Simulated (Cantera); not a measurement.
A closed system holds: 1 mol Fe3O4, 5.8 mol C, 0.2 mol H2, held at 1000 Pa.

Method: chemical equilibrium by Gibbs-energy minimisation in Cantera with the NASA 1993 tables (ideal gas, pure condensed phases). Candidate condensed phases: C, C6H6, C7H8, C8H18, Fe, Fe(CO)5, FeO, Fe(OH)2, Fe(OH)3, Fe2O3, Fe3O4, H2O; 114 gas species. Iron dissolves carbon and melts from about 1420 K in contact with it, which pure phases cannot show. Condensed phases not in the tables: cementite and carbon dissolved in iron. Kinetics and transport are ignored.

log p: log10 of the partial pressure in bar; n: condensed amount in mol.

| T (K) | log p CO | log p Fe | log p H2 | log p H | log p C2H2 (acetylene) | log p CO2 | n C(graphite) | n Fe(δ) | n Fe(l) |
|---|---|---|---|---|---|---|---|---|---|
| 1750 | -2.02 | -4.86 | -3.33 | -5.30 | -7.26 | -8.04 | 1.80 | 2.99 | 0 |
| 1800 | -2.02 | -4.53 | -3.33 | -5.11 | -7.08 | -8.17 | 1.80 | 2.99 | 0 |
| 1850 | -2.02 | (withheld) | -3.33 | (withheld) | (withheld) | (withheld) | 1.80 | 0 | 2.98 |
| 1900 | -2.03 | -3.95 | -3.34 | -4.77 | -6.75 | -8.43 | 1.80 | 0 | 2.95 |
| 1950 | -2.03 | -3.69 | -3.34 | -4.61 | -6.61 | -8.55 | 1.80 | 0 | 2.91 |
| 2000 | -2.04 | (withheld) | -3.36 | (withheld) | (withheld) | (withheld) | 1.80 | 0 | 2.84 |
| 2050 | -2.05 | -3.20 | -3.38 | -4.33 | -6.35 | -8.79 | 1.80 | 0 | 2.72 |
| 2100 | -2.07 | -2.98 | -3.41 | -4.21 | -6.25 | -8.93 | 1.80 | 0 | 2.50 |
| 2150 | -2.11 | -2.76 | -3.45 | -4.10 | -6.17 | -9.09 | 1.80 | 0 | 2.11 |

Q: What belongs in the gaps?

A: 
- 1850, log p Fe: -4.23
- 1850, log p H: -4.93
- 1850, log p C2H2 (acetylene): -6.91
- 1850, log p CO2: -8.30
- 2000, log p Fe: -3.44
- 2000, log p H: -4.47
- 2000, log p C2H2 (acetylene): -6.47
- 2000, log p CO2: -8.67
